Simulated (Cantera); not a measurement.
Feed: 1 mol HBr, 1.8 mol H2, 4.5 mol N2, held at 1330 Pa.

Method: chemical equilibrium by Gibbs-energy minimisation in Cantera with the NASA 1993 tables (ideal gas, pure condensed phases). Candidate condensed phases: Br2; 12 gas species. The numbers say what is thermodynamically allowed, not how fast it happens.

At 2598 K, list the 5 most abundant gas species with their mole fractions, and the condensed phases.

N2 0.539, H2 0.195, H 0.146, Br 0.104, HBr 0.0154. Condensed: gas only.
